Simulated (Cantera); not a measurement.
What does this Cantera script print?

```python
import numpy as np
import cantera as ct

gas_names = """
    H HNO HNO2 HNO3 HO2 H2 H2O H2O2 N NH NH2 NH3 NH2OH NO NO2 NO3 N2 N2H2 N2H4 N2O O OH O2 O3 Si SiH
    SiH2 SiH3 SiH4 SiN SiO SiO2 Si2 Si2N Si3
""".split()
cond_names = """
    H2O(s) H2O(L) Si(cr) Si(L) SiO2(Lqz) SiO2(hqz) SiO2(L) Si2N2O(s) Si3N4(a)
""".split()


# ... load() reads the species with a 1 bar reference pressure and builds the phases ...
atoms = {
    'Si3N4': {'Si': 3, 'N': 4},
    'H2O': {'H': 2, 'O': 1},
    'H2': {'H': 2},
    'N2O': {'N': 2, 'O': 1},
}
top_T = {'Si2N2O(s)': 2100, 'Si3N4(a)': 2400}  # K; cautious upper limits of use, not melting points


# ... equilibrate(T, P, feed) seeds the gas with the atoms and calls Mixture.equilibrate('TP', solver="vcs", rtol=1e-11, max_steps=5000) ...
results = []
feed = {'Si3N4': 1, 'H2O': 0.023, 'H2': 9.1, 'N2O': 0.059}  # mol
T = 1523.15  # K
P = 13332.2  # Pa
mix = equilibrate(T, P, feed)
results.append((T, P, feed, dict(zip(mix.species_names, mix.species_moles))))
print(gas.report(threshold=1e-05))
for i in range(1, mix.n_phases):
    print(f"{mix.phase(i).name:16s} {mix.phase_moles(i):12.5e} mol")
```

It prints:

```
       temperature   1523.2 K
          pressure   13332 Pa
           density   0.0023791 kg/m^3
  mean mol. weight   2.2599 kg/kmol
   phase of matter   gas

                          1 kg             1 kmol
                     ---------------   ---------------
          enthalpy        1.6424e+07        3.7116e+07  J
   internal energy         1.082e+07        2.4452e+07  J
           entropy             87253        1.9718e+05  J/K
    Gibbs function       -1.1647e+08       -2.6322e+08  J
 heat capacity c_p             14369             32473  J/K
 heat capacity c_v             10690             24159  J/K

                      mass frac. Y      mole frac. X     chem. pot. / RT
                     ---------------   ---------------   ---------------
                 H        2.8149e-05        6.3108e-05           -10.336
                H2           0.88365           0.99056           -20.672
                N2           0.11622         0.0093755           -32.744
     [  +32 minor]        9.6596e-05        5.5326e-06

Si(cr)            0.00000e+00 mol
SiO2(hqz)         0.00000e+00 mol
Si2N2O(s)         8.19592e-02 mol
Si3N4(a)          9.45346e-01 mol
```

Cantera equilibrium calculation (NASA polynomials, part measured and part estimated; ideal gas, pure solids and liquids). Mutual solubility and eutectic melting of coexisting phases are not modelled.
